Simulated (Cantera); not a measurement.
A closed system holds: 1 mol n-butane, a varied amount of H2, at 2798.15 K and 1 atm.

Method: chemical equilibrium by Gibbs-energy minimisation in Cantera with the NASA 1993 tables (ideal gas, pure condensed phases). Candidate condensed phases: C, C6H6, C7H8, C8H18; 76 gas species. Rates play no part.

x: gas mole fraction; n: condensed amount in mol.

```json
[
 {"n(H2) (mol)": "10", "x H2": "0.893", "x H": "0.0763", "x C2H2 (acetylene)": "0.0296", "x C4H2": "0.000409", "n C(graphite)": "(withheld)"},
 {"n(H2) (mol)": "18", "x H2": "0.893", "x H": "0.0763", "x C2H2 (acetylene)": "0.0296", "x C4H2": "0.000409", "n C(graphite)": "(withheld)"},
 {"n(H2) (mol)": "26", "x H2": "0.893", "x H": "0.0763", "x C2H2 (acetylene)": "0.0296", "x C4H2": "0.000409", "n C(graphite)": "(withheld)"},
 {"n(H2) (mol)": "35", "x H2": "0.893", "x H": "0.0763", "x C2H2 (acetylene)": "0.0296", "x C4H2": "0.000409", "n C(graphite)": "(withheld)"},
 {"n(H2) (mol)": "43", "x H2": "0.893", "x H": "0.0763", "x C2H2 (acetylene)": "0.0296", "x C4H2": "0.000409", "n C(graphite)": "(withheld)"},
 {"n(H2) (mol)": "51", "x H2": "0.893", "x H": "0.0763", "x C2H2 (acetylene)": "0.0296", "x C4H2": "0.000409", "n C(graphite)": "(withheld)"},
 {"n(H2) (mol)": "59", "x H2": "0.894", "x H": "0.0764", "x C2H2 (acetylene)": "0.0287", "x C4H2": "0.000384", "n C(graphite)": "0"},
 {"n(H2) (mol)": "67", "x H2": "0.897", "x H": "0.0765", "x C2H2 (acetylene)": "0.0256", "x C4H2": "0.000304", "n C(graphite)": "0"},
 {"n(H2) (mol)": "75", "x H2": "0.900", "x H": "0.0766", "x C2H2 (acetylene)": "0.0231", "x C4H2": "0.000247", "n C(graphite)": "0"},
 {"n(H2) (mol)": "83", "x H2": "0.902", "x H": "0.0767", "x C2H2 (acetylene)": "0.0210", "x C4H2": "0.000204", "n C(graphite)": "0"},
 {"n(H2) (mol)": "91", "x H2": "0.903", "x H": "0.0768", "x C2H2 (acetylene)": "0.0193", "x C4H2": "0.000172", "n C(graphite)": "0"}
]
```

Q: Fill in the missing entries.

A: 
- 10, n C(graphite): 3.03
- 18, n C(graphite): 2.52
- 26, n C(graphite): 2.00
- 35, n C(graphite): 1.42
- 43, n C(graphite): 0.905
- 51, n C(graphite): 0.389
